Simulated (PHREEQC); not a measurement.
Make-up at 25 °C: 0.018 mol H2SO4, 1.3e-06 mol H4SiO4 and 7.9e-05 mol H3BO3 per kg of water. Closed to the air; pH follows from the charge balance.

The numbers come from PHREEQC with the ion-association model, phreeqc.dat.

No solid was allowed to form.

### Question
Predict the pH.

### Answer
pH 1.65.

### Question
In which forms is S present?

### Answer
HSO4- 57 %, SO4-2 43 % of the S.
